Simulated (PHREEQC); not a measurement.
Solution (25 °C): 0.006 mol HCl, 5.1e-05 mol LiCl and 0.034 mol Na2SO4 per kg of water. Closed to the air; pH follows from the charge balance.

All values are PHREEQC results (ion-association model, phreeqc.dat), not measurements.

**Question.** The ionic strength comes out as 0.0951 mol/kgw. What activity coefficients do NaSO4-, SO4-2, Cl-, Na+, HSO4- get?

**Answer.** NaSO4- 0.79, SO4-2 0.38, Cl- 0.77, Na+ 0.79, HSO4- 0.78.

Precipitation was switched off in this run.
